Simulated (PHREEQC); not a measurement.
**Reverse-osmosis permeate: an equilibrium model**

Model water analysis in mg/L, 20 °C, pH 6.5, pe 12.2: Na 0.755; K 4.19; Ca 2.11; Mg 0.131; Cl 2.84; S(6) as SO4 4.54; Alkalinity as HCO3 5.04; F 0.000601; B 0.038; Br 0.437.

Valence states are taken as typed.

Equilibrium calculation in PHREEQC: ion-association model, wateq4f.dat.

No solid was allowed to form.

Predict the charge-balance error.

charge-balance error -1.3 %.

In which forms is C present?

HCO3- 57 %, CO2 43 % of the C.

Complexes and solids missing from the database can't appear. Real BF4- forms and hydrolyses slowly; the run takes it at equilibrium.
